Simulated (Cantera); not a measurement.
Cantera run, input and output.

```python
import numpy as np
import cantera as ct

gas = ct.Solution("gri30.yaml")
gas.TPX = 1773, 1000000, {'CH4': 1, 'CO2': 3}
reactor = ct.IdealGasConstPressureReactor(gas, energy="off", clone=False)
net = ct.ReactorNet([reactor])
net.rtol, net.atol = 1e-08, 1e-18
show = ['CH4', 'CO2', 'HO2', 'O2', 'H2O', 'CH2CO', 'CH2']
times = np.geomspace(1e-05, 70, 13)

steps = ct.SolutionArray(gas, extra=["t"])
rows = []
print(f"{'t/s':>10s}{'T/K':>9s}{'P/Pa':>11s}" + "".join(f"{s:>11s}" for s in show))
for t in times:
    while net.time < t:
        t_next = net.step()
        steps.append(gas.state, t=t_next)
    rows.append([np.interp(t, steps.t, y) for y in (steps.T, steps.P, *steps(*show).X.T)])
    print(f"{t:10.3e}{rows[-1][0]:9.1f}{rows[-1][1]:11.4g}" + "".join(f"{x:11.3e}" for x in rows[-1][2:]))
rate = np.gradient(steps.T, steps.t)
print("integrator steps:", len(steps.t))
if steps.T.max() > steps.T[0] + 200:
    print(f"time of steepest temperature rise: {steps.t[rate.argmax()]:.4e} s")
gas.TPX = 1773, 1000000, {'CH4': 1, 'CO2': 3}
gas.equilibrate("TP")
print(f"equilibrium (TP): T = {gas.T:.1f} K  " + "  ".join(f"{s} {gas[s].X[0]:.3e}" for s in show))
```

It prints:

```
       t/s      T/K       P/Pa        CH4        CO2        HO2         O2        H2O      CH2CO        CH2
 1.000e-05   1773.0      1e+06  2.481e-01  7.496e-01  1.202e-13  6.249e-13  5.691e-05  5.402e-10  6.761e-08
 3.719e-05   1773.0      1e+06  2.417e-01  7.479e-01  2.068e-13  3.257e-12  3.682e-04  2.108e-08  1.498e-07
 1.383e-04   1773.0      1e+06  2.141e-01  7.323e-01  6.199e-13  2.714e-11  3.742e-03  9.007e-07  1.962e-07
 5.144e-04   1773.0      1e+06  1.536e-01  6.656e-01  1.573e-12  1.735e-10  2.949e-02  1.346e-05  1.298e-07
 1.913e-03   1773.0      1e+06  7.232e-02  5.064e-01  2.455e-12  5.244e-10  1.290e-01  6.677e-05  1.538e-07
 7.114e-03   1773.0      1e+06  1.838e-02  3.326e-01  2.759e-12  8.079e-10  2.210e-01  1.308e-04  1.927e-07
 2.646e-02   1773.0      1e+06  1.180e-02  2.387e-01  1.180e-12  3.791e-10  2.067e-01  5.019e-05  6.899e-08
 9.840e-02   1773.0      1e+06  5.685e-03  1.749e-01  5.585e-13  2.465e-10  1.840e-01  7.905e-06  1.241e-08
 3.659e-01   1773.0      1e+06  3.160e-04  1.567e-01  4.464e-13  2.249e-10  1.773e-01  1.286e-07  3.347e-10
 1.361e+00   1773.0      1e+06  2.814e-07  1.562e-01  4.510e-13  2.272e-10  1.772e-01  1.103e-10  3.296e-13
 5.061e+00   1773.0      1e+06  2.804e-07  1.562e-01  4.510e-13  2.272e-10  1.772e-01  1.100e-10  3.286e-13
 1.882e+01   1773.0      1e+06  2.804e-07  1.562e-01  4.510e-13  2.272e-10  1.772e-01  1.100e-10  3.286e-13
 7.000e+01   1773.0      1e+06  2.804e-07  1.562e-01  4.510e-13  2.272e-10  1.772e-01  1.100e-10  3.286e-13
integrator steps: 2357
equilibrium (TP): T = 1773.0 K  CH4 2.962e-07  CO2 1.562e-01  HO2 4.510e-13  O2 2.272e-10  H2O 1.772e-01  CH2CO 1.159e-10  CH2 3.460e-13
```

Model: GRI-Mech 3.0 (53 species, 325 reactions), integrated in Cantera.
